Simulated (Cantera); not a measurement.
Feed: 1 mol CF4, 0.1 mol H2, at 2548 K.

Equilibrium computed with Cantera from the NASA thermochemical tables; the gas is ideal and each condensed phase is pure. Candidate condensed phases: C, C6H6, C7H8, C8H18; 95 gas species. Gases not in the tables: C2F6 and larger saturated fluorocarbons. Kinetics and transport are ignored.

Question: Which condensed phases are stable at each of these points (P (Pa)): 1, 4.20, 18, 75, 320, 1300, 5600, 24000, 100000?

Answer: 
| P (Pa) | condensed phases | C condensed (%) |
|---|---|---|
| 1 | gas only | 0.0 |
| 4.20 | C(graphite) | 49.3 |
| 18 | C(graphite) | 73.7 |
| 75 | C(graphite) | 67.9 |
| 320 | C(graphite) | 36.7 |
| 1300 | gas only | 0.0 |
| 5600 | gas only | 0.0 |
| 24000 | gas only | 0.0 |
| 100000 | gas only | 0.0 |

At 1.00 Pa nothing is condensed. From 4.20 Pa to 320 Pa the condensed part is C(graphite). From 1300 Pa to 100000 Pa nothing is condensed.
